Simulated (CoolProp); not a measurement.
Saturation properties of CH2F2 (R32) (Tc = 351.3 K, pc = 5.783 MPa, ω = 0.277).

Model: reference Helmholtz-energy equation of state, Tillner-Roth 1997, in CoolProp.

```csv
T (K),p (MPa),liquid cp (kJ/(kg K)),surface tension (mN/m)
172.9,0.003728,1.560,30.7
176.4,0.005078,1.559,30.0
179.9,0.006822,1.559,29.2
183.4,0.009045,1.559,28.5
186.9,0.01185,1.559,27.7
190.4,0.01534,1.560,27.0
193.9,0.01965,1.561,26.3
197.3,0.02476,1.563,25.6
200.8,0.03110,1.565,24.9
204.3,0.03872,1.567,24.1
207.8,0.04780,1.570,23.4
211.3,0.05854,1.574,22.7
```

It boils at 221.5 K under 1 atm.

Surface tension comes from a separate correlation (Mulero 2012).
